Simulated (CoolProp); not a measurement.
Model: reference Helmholtz-energy equation of state, Platzer 1990, in CoolProp. This equation is an older, rougher fit.

**Question.** For c-C4F8 (RC318), give the phase and the cv (kJ/(kg K)), speed of sound (m/s), viscosity (µPa s) at 483.4 K and 1.01 bar.

**Answer.** 
- 483.4 K and 1.01 bar: gas; cv 0.979, speed of sound 144, viscosity 18.4

Viscosity comes from a separate model (Huber 2003), an estimate that may be off by 10 % or more.
